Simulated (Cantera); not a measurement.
A Cantera script and its output.

```python
import numpy as np
import cantera as ct

gas = ct.Solution("gri30.yaml")
gas.TPX = 1675, 25000, {'CH4': 1, 'C2H6': 0.031, 'O2': 2.29, 'N2': 8.62, 'H2O': 0.33}
reactor = ct.IdealGasReactor(gas, energy="on", clone=False)
net = ct.ReactorNet([reactor])
net.rtol, net.atol = 1e-08, 1e-16
show = ['CH4', 'C2H6', 'O2', 'H2O', 'C2H', 'H2', 'CO2']
times = np.geomspace(9e-06, 1, 12)

steps = ct.SolutionArray(gas, extra=["t"])
rows = []
print(f"{'t/s':>10s}{'T/K':>9s}{'P/Pa':>11s}" + "".join(f"{s:>11s}" for s in show))
for t in times:
    while net.time < t:
        t_next = net.step()
        steps.append(gas.state, t=t_next)
    rows.append([np.interp(t, steps.t, y) for y in (steps.T, steps.P, *steps(*show).X.T)])
    print(f"{t:10.3e}{rows[-1][0]:9.1f}{rows[-1][1]:11.4g}" + "".join(f"{x:11.3e}" for x in rows[-1][2:]))
rate = np.gradient(steps.T, steps.t)
print("integrator steps:", len(steps.t))
if steps.T.max() > steps.T[0] + 200:
    print(f"time of steepest temperature rise: {steps.t[rate.argmax()]:.4e} s")
gas.TPX = 1675, 25000, {'CH4': 1, 'C2H6': 0.031, 'O2': 2.29, 'N2': 8.62, 'H2O': 0.33}
gas.equilibrate("UV")
print(f"equilibrium (UV): T = {gas.T:.1f} K  " + "  ".join(f"{s} {gas[s].X[0]:.3e}" for s in show))
```

Output:

```
       t/s      T/K       P/Pa        CH4       C2H6         O2        H2O        C2H         H2        CO2
 9.000e-06   1674.0  2.499e+04  8.148e-02  2.440e-03  1.866e-01  2.689e-02  1.002e-16  1.895e-06  6.108e-09
 2.588e-05   1672.4  2.497e+04  8.142e-02  2.284e-03  1.865e-01  2.692e-02  1.210e-14  1.435e-05  1.666e-07
 7.441e-05   1669.6  2.494e+04  8.085e-02  1.894e-03  1.861e-01  2.723e-02  2.453e-12  1.841e-04  4.708e-06
 2.140e-04   1698.7  2.547e+04  7.233e-02  1.239e-03  1.800e-01  3.326e-02  2.298e-09  3.975e-03  1.747e-04
 6.153e-04   2706.1  4.323e+04  3.673e-16  3.999e-31  3.685e-02  1.357e-01  4.675e-20  2.384e-02  3.701e-02
 1.769e-03   2771.5  4.404e+04  6.597e-16  8.833e-31  3.406e-02  1.399e-01  9.391e-20  2.262e-02  3.844e-02
 5.087e-03   2766.7  4.393e+04  7.014e-16  9.777e-31  3.190e-02  1.404e-01  9.406e-20  2.285e-02  3.837e-02
 1.463e-02   2765.7  4.391e+04  7.096e-16  9.968e-31  3.149e-02  1.405e-01  9.402e-20  2.290e-02  3.835e-02
 4.206e-02   2765.7  4.391e+04  7.097e-16  9.968e-31  3.148e-02  1.405e-01  9.402e-20  2.290e-02  3.835e-02
 1.209e-01   2765.7  4.391e+04  7.097e-16  9.968e-31  3.148e-02  1.405e-01  9.402e-20  2.290e-02  3.835e-02
 3.478e-01   2765.7  4.391e+04  7.097e-16  9.968e-31  3.148e-02  1.405e-01  9.402e-20  2.290e-02  3.835e-02
 1.000e+00   2765.7  4.391e+04  7.097e-16  9.968e-31  3.148e-02  1.405e-01  9.402e-20  2.290e-02  3.835e-02
integrator steps: 1505
time of steepest temperature rise: 3.2906e-04 s
equilibrium (UV): T = 2765.7 K  CH4 9.630e-16  C2H6 1.807e-30  O2 3.148e-02  H2O 1.405e-01  C2H 9.879e-20  H2 2.290e-02  CO2 3.835e-02
```

Computed with Cantera and GRI-Mech 3.0 (53 species, 325 reactions).
